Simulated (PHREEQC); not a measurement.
A solution holds 0.0025 mol KH2PO4 per kg of water, at 80 °C. Closed to the air; pH follows from the charge balance.

Equilibrium calculation in PHREEQC: ion-association model, phreeqc.dat.

| quantity | before | after |
|---|---|---|
| pH | 4.92 | 9.76 |
| ionic strength (mol/kgw) | 0.00253 | 0.00589 |

Which change was made?
(A) KH2PO4 from 0.0025 to 0.0125 mol/kgw
(B) temperature from 80 to 10 °C
(C) KH2PO4 from 0.0025 to 0.00225 mol/kgw
(D) KH2PO4 replaced by K2CO3 at the same molality

D, KH2PO4 replaced by K2CO3 at the same molality

This is a speciation only: nothing precipitates in the calculation. Away from 25 °C the constants follow the database's enthalpies or fits; those with neither stay at their 25 °C values.
